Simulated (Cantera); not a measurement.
Input (Python, Cantera):

```python
import numpy as np
import cantera as ct

surf = ct.Interface("diamond.yaml", "diamond_100")
gas, bulk = surf.adjacent["gas"], surf.adjacent["diamond"]
k = surf.kinetics_species_index(bulk.species_names[0])
cover = ["c6HH", "c6H*", "c6*H", "c6**", "c6HM", "c6B"]

rows, drift = [], 0.0
print(f"{'P':>10s}{'um/h':>11s}" + "".join(f"{s:>11s}" for s in cover))
for v in [530, 860, 1400, 2200, 3500, 5700, 9100, 15000]:
    T, P, xH, xCH3 = 1350, v, 0.0016, 2.3e-05
    gas.TPX = T, P, {"H": xH, "CH3": xCH3, "CH4": 0.0036, "H2": 1 - xH - xCH3 - 0.0036}
    surf.TP = bulk.TP = T, P
    surf.coverages = "c6H*:0.1, c6HH:0.9"
    surf.advance_coverages(100.0)
    before = surf.coverages
    surf.advance_coverages(100.0)
    drift = max(drift, np.max(np.abs(surf.coverages - before) / (surf.coverages + 1e-9)))
    rate = surf.net_production_rates[k] * bulk.mean_molecular_weight / bulk.density * 3.6e9
    rows.append([rate, *surf[cover].coverages])
    print(f"{v:10.4g}{rate:11.4e}" + "".join(f"{x:11.3e}" for x in rows[-1][1:]))
```

It prints:

```
         P       um/h       c6HH       c6H*       c6*H       c6**       c6HM        c6B
       530 4.4850e-03  3.913e-01  5.253e-02  5.181e-01  3.802e-02  1.553e-06  1.217e-11
       860 1.0169e-02  3.916e-01  5.251e-02  5.179e-01  3.799e-02  2.638e-06  2.759e-11
      1400 2.2023e-02  3.917e-01  5.250e-02  5.177e-01  3.796e-02  4.512e-06  5.976e-11
      2200 4.2997e-02  3.918e-01  5.250e-02  5.177e-01  3.794e-02  7.406e-06  1.167e-10
      3500 8.1878e-02  3.918e-01  5.250e-02  5.176e-01  3.792e-02  1.224e-05  2.222e-10
      5700 1.5542e-01  3.918e-01  5.250e-02  5.176e-01  3.791e-02  2.053e-05  4.217e-10
      9100 2.8190e-01  3.919e-01  5.250e-02  5.175e-01  3.790e-02  3.334e-05  7.650e-10
   1.5e+04 5.3119e-01  3.919e-01  5.252e-02  5.174e-01  3.790e-02  5.531e-05  1.441e-09
```

Model: the Harris–Goodwin 1993 mechanism for the reconstructed diamond (100) surface, integrated in Cantera.
